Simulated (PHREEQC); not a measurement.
Consider water at 10 °C with 0.054 mol/kgw HCl, 0.014 mol/kgw FeCl3 and 0.24 mol/kgw MgCl2. Closed to the air; pH follows from the charge balance.

Equilibrium calculation in PHREEQC: ion-association model, phreeqc.dat.

Q: The ionic strength comes out as 0.814 mol/kgw. What activity coefficients do Mg+2, FeOH+2, H+, FeCl2+, Fe+3 get?

A: Mg+2 0.30, FeOH+2 0.19, H+ 0.75, FeCl2+ 0.66, Fe+3 0.078.

This is a speciation only: nothing precipitates in the calculation. The solution is supersaturated, for example in Hematite (slow to form), Goethite (slow to form), so a real one may precipitate; this is no full list. Caution: at this ionic strength the ion-association model is outside its range; a Pitzer model would be the better tool where its parameters exist. At this temperature some constants are extrapolated from 25 °C, and those without enthalpy data are left unchanged.
